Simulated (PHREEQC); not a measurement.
0.32 g of hydrous ferric oxide (600 m²/g; 0.2 weak and 0.005 strong sites per Fe, Dzombak-Morel constants, diffuse double layer) in 1 kg of water with 0.01 mol/kgw of an inert sodium salt, at 25 °C; the pH is set by adding NaOH or the inert anion's acid. O2 is buffered at 0.21 atm. CO2 from the air is kept out. Precipitation was switched off in this run.

The numbers come from PHREEQC with the ion-association model, wateq4f.dat.

| pH | surface charge σ (C/m²) | surface potential ψ (mV) |
|---|---|---|
| 3 | 0.325 | 203 |
| 3.38 | 0.289 | 198 |
| 4.12 | 0.203 | 181 |
| 4.5 | 0.161 | 170 |
| 4.88 | 0.124 | 156 |
| 5.62 | 0.069 | 127 |
| 6 | 0.050 | 110 |
| 6.38 | 0.034 | 92 |
| 7.12 | 0.015 | 54 |
| 7.5 | 0.008 | 34 |
| 7.88 | 0.003 | 13 |
| 8.62 | -0.007 | -28 |
| 9 | -0.013 | -49 |

The oxide is taken as insoluble; below pH 4 it would dissolve.
